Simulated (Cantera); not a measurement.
What does this Cantera script print?

```python
import numpy as np
import cantera as ct

gas = ct.Solution("gri30.yaml")
gas.TPX = 1375, 80000, {'H2': 2.6, 'O2': 1, 'N2': 13}
reactor = ct.IdealGasConstPressureReactor(gas, energy="off", clone=False)
net = ct.ReactorNet([reactor])
net.rtol, net.atol = 1e-08, 1e-18
show = ['H2', 'O2', 'O', 'H2O2', 'NO', 'N2O']
times = np.geomspace(3e-05, 40, 13)

steps = ct.SolutionArray(gas, extra=["t"])
rows = []
print(f"{'t/s':>10s}{'T/K':>9s}{'P/Pa':>11s}" + "".join(f"{s:>11s}" for s in show))
for t in times:
    while net.time < t:
        t_next = net.step()
        steps.append(gas.state, t=t_next)
    rows.append([np.interp(t, steps.t, y) for y in (steps.T, steps.P, *steps(*show).X.T)])
    print(f"{t:10.3e}{rows[-1][0]:9.1f}{rows[-1][1]:11.4g}" + "".join(f"{x:11.3e}" for x in rows[-1][2:]))
rate = np.gradient(steps.T, steps.t)
print("integrator steps:", len(steps.t))
if steps.T.max() > steps.T[0] + 200:
    print(f"time of steepest temperature rise: {steps.t[rate.argmax()]:.4e} s")
gas.TPX = 1375, 80000, {'H2': 2.6, 'O2': 1, 'N2': 13}
gas.equilibrate("TP")
print(f"equilibrium (TP): T = {gas.T:.1f} K  " + "  ".join(f"{s} {gas[s].X[0]:.3e}" for s in show))
```

Output:

```
       t/s      T/K       P/Pa         H2         O2          O       H2O2         NO        N2O
 3.000e-05   1375.0      8e+04  1.565e-01  6.020e-02  6.993e-06  3.240e-08  3.800e-13  1.570e-11
 9.717e-05   1375.0      8e+04  3.267e-02  7.057e-03  4.316e-03  9.201e-07  9.098e-06  2.327e-08
 3.147e-04   1375.0      8e+04  3.317e-02  9.007e-04  4.682e-04  3.719e-07  1.789e-05  9.208e-09
 1.019e-03   1375.0      8e+04  3.642e-02  5.944e-05  3.275e-05  8.553e-08  1.876e-05  2.346e-09
 3.302e-03   1375.0      8e+04  3.784e-02  4.599e-06  2.605e-06  1.666e-08  1.864e-05  1.207e-09
 1.069e-02   1375.0      8e+04  3.829e-02  3.973e-07  2.236e-07  2.415e-09  1.779e-05  3.559e-09
 3.464e-02   1375.0      8e+04  3.842e-02  3.374e-08  1.855e-08  2.513e-10  1.573e-05  1.085e-08
 1.122e-01   1375.0      8e+04  3.845e-02  2.711e-09  1.448e-09  2.114e-11  1.241e-05  1.815e-08
 3.634e-01   1375.0      8e+04  3.846e-02  2.569e-10  1.401e-10  2.087e-12  8.307e-06  1.284e-08
 1.177e+00   1375.0      8e+04  3.845e-02  3.955e-11  2.296e-11  3.444e-13  4.492e-06  3.765e-09
 3.813e+00   1375.0      8e+04  3.845e-02  8.708e-12  5.206e-12  7.850e-14  1.665e-06  4.378e-10
 1.235e+01   1375.0      8e+04  3.844e-02  2.200e-12  1.345e-12  2.034e-14  3.339e-07  1.627e-11
 4.000e+01   1375.0      8e+04  3.844e-02  1.335e-12  8.325e-13  1.259e-14  4.793e-08  8.571e-13
integrator steps: 2691
equilibrium (TP): T = 1375.0 K  H2 3.846e-02  O2 1.317e-12  O 8.219e-13  H2O2 1.243e-14  NO 1.626e-09  N2O 9.587e-14
```

Model: GRI-Mech 3.0 (53 species, 325 reactions), integrated in Cantera. The temperature is held fixed by assumption; the heat of reaction is taken as removed at once.
